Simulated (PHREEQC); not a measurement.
Dissolve 0.0073 mol FeSO4 and 0.0017 mol NaH2PO4 per kg of water at 25 °C. Closed to the air; pH follows from the charge balance.

The numbers come from PHREEQC with the ion-association model, phreeqc.dat.

```tsv
quantity	before	after
pH	4.76	4.64
ionic strength (mol/kgw)	0.0226	0.0226
```

Problem. Which change was made?
A) 0.00021 mol/kgw NaHF2 added
B) FeSO4 left out
C) diluted 100-fold with water
D) 0.00056 mol/kgw CO2 added
E) NaH2PO4 left out

Solution. D, 0.00056 mol/kgw CO2 added

This is a speciation only: nothing precipitates in the calculation. Some of these states are supersaturated (in Vivianite, for instance).
